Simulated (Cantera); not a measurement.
An isothermal, constant-pressure homogeneous reactor starts with H₂ : O₂ : N₂ = 0.4 : 1 : 11 (molar parts), equivalence ratio 0.20, at 1048 K and 1.00 bar.

Cantera simulation using GRI-Mech 3.0 (53 species, 325 reactions); the numbers are that mechanism's predictions, not measurements.

One state of this run: x H₂ = 4.72e-11; x O₂ = 0.0656; x NO = 1.47e-7; x HO₂ = 4.30e-10; x H = <1e-12; x H₂O = 0.0328. x: mole fraction; the columns are a selection and need not sum to one.

Task: Which value of t (s) does it belong to?
A. 0.00240
B. 9.23
C. 0.0826
D. 0.000740

Result: B, 9.23
